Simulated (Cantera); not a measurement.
Feed: 1 mol Fe₃O₄, 2.3 mol CH₄, 2.3 mol H₂, 0.61 mol C, equilibrated at 2027 °C and 2000 Pa.

These are equilibrium values from Cantera (NASA tables, ideal gas, pure condensed phases), not measurements of a reactor. Candidate condensed phases: C, C₆H₆, C₇H₈, C₈H₁₈, Fe, Fe(CO)₅, FeO, Fe(OH)₂, Fe(OH)₃, Fe₂O₃, Fe₃O₄, H₂O; 114 gas species. Kinetics and transport are ignored.

Base state: H₂ 0.429, Fe 0.227, CO 0.215, H₂O 0.0737, H 0.0448, CO₂ 0.00659, FeO 0.00145, OH 0.00124 (mole fractions); condensed: gas only.

Q: What changes in the equilibrium state with this change: temperature from 2027 °C to 2127 °C?

A: 
| species | before | after |
|---|---|---|
| H₂ | 0.429 | 0.410 |
| Fe | 0.227 | 0.224 |
| CO | 0.215 | 0.212 |
| H | 0.0448 | 0.0720 |
| H₂O | 0.0737 | 0.0713 |
| O₂ | 6.34e-6 | 1.95e-5 |
| O | 8.84e-5 | 0.000271 |

Q: What changes in the equilibrium state with this change: CH₄ from 2.3 to 3.3 mol?

A: 
```json
[
 {"species": "H₂", "before": "0.429", "after": "0.519"},
 {"species": "CO", "before": "0.215", "after": "0.241"},
 {"species": "Fe", "before": "0.227", "after": "0.185"},
 {"species": "H₂O", "before": "0.0737", "after": "0.00499"},
 {"species": "H", "before": "0.0448", "after": "0.0493"},
 {"species": "Fe(OH)₂", "before": "2.23e-5", "after": "6.90e-8"},
 {"species": "FeO", "before": "0.00145", "after": "6.61e-5"},
 {"species": "O", "before": "8.84e-5", "after": "4.95e-6"},
 {"species": "OH", "before": "0.00124", "after": "7.64e-5"}
]
```
